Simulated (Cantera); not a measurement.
**N2O furnace oxynitridation**

A perfectly stirred reactor is fed with N₂O : H₂O = 1 : 0.0089 (molar parts), at 0.133 bar; it is held at 1500 K, and followed from long to short residence time.

Computed with Cantera and GRI-Mech 3.0 (53 species, 325 reactions). GRI-Mech 3.0 was tuned for natural gas; its chemistry of N2O as a main component is partial and can be far from experiment. The temperature is held fixed by assumption; the heat of reaction is taken as removed at once.

```
τ (s)     x N₂O     x O₂     x NO₂    x N₂      x O     x NO
------  -------  -------  --------  ------  -------  -------
13      0.00893    0.284  0.000114   0.613  2.91e-5   0.0880
3.0      0.0325    0.264  0.000142   0.584  4.45e-5    0.114
0.70      0.114    0.233  0.000190   0.526  5.74e-5    0.120
0.16      0.349    0.167  0.000305   0.382  6.45e-5   0.0943
0.038     0.685   0.0788  0.000430   0.181  6.77e-5   0.0459
0.0090    0.896   0.0243  0.000334  0.0565  6.96e-5   0.0144
0.0021    0.967  0.00602  0.000104  0.0142  7.08e-5  0.00368
```
x: mole fraction; the columns are a selection and need not sum to one.
